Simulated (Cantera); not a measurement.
A closed system holds: 1 mol Si2Cl6, 28 mol NH3, 34 mol N2, equilibrated at 93.0 mbar.

These are equilibrium values from Cantera (NASA tables, ideal gas, pure condensed phases), not measurements of a reactor. Candidate condensed phases: NH4Cl, Si, Si3N4; 28 gas species. The feed counts by its element totals alone. The tables' values for SiCl, SiCl3, SiN are old estimates; treat these amounts as uncertain. Gases not in the tables: Si2H6 and higher silanes. Rates play no part.

x: gas mole fraction; n: condensed amount in mol.

| T (°C) | x N2 | x H2 | x HCl | x SiCl2 | x H | n Si3N4(s) | n Si(l) |
|---|---|---|---|---|---|---|---|
| 975 | 0.509 | 0.425 | 0.0654 | 4.67e-6 | 9.99e-7 | 0.666 | 0 |
| 1050 | 0.509 | 0.425 | 0.0654 | 1.96e-5 | 3.39e-6 | 0.666 | 0 |
| 1125 | 0.509 | 0.426 | 0.0652 | 7.00e-5 | 1.01e-5 | 0.664 | 0 |
| 1200 | 0.509 | 0.426 | 0.0649 | 0.000217 | 2.71e-5 | 0.659 | 0 |
| 1275 | 0.509 | 0.426 | 0.0641 | 0.000591 | 6.59e-5 | 0.647 | 0 |
| 1350 | 0.510 | 0.426 | 0.0624 | 0.00141 | 0.000148 | 0.622 | 0 |
| 1425 | 0.510 | 0.427 | 0.0592 | 0.00295 | 0.000310 | (withheld) | 0 |
| 1500 | 0.511 | 0.429 | 0.0542 | 0.00532 | 0.000611 | (withheld) | 0 |
| 1575 | 0.512 | 0.431 | 0.0480 | 0.00835 | 0.00114 | (withheld) | 0 |
| 1650 | 0.515 | 0.429 | 0.0421 | 0.0109 | 0.00202 | 0 | 0.938 |
| 1725 | 0.515 | 0.427 | 0.0429 | 0.0104 | 0.00344 | 0 | 0.941 |
| 1800 | 0.514 | 0.425 | 0.0436 | 0.00984 | 0.00562 | 0 | 0.896 |

**Question.** Complete the blanks.

**Answer.** 
- 1425, n Si3N4(s): 0.574
- 1500, n Si3N4(s): 0.500
- 1575, n Si3N4(s): 0.404
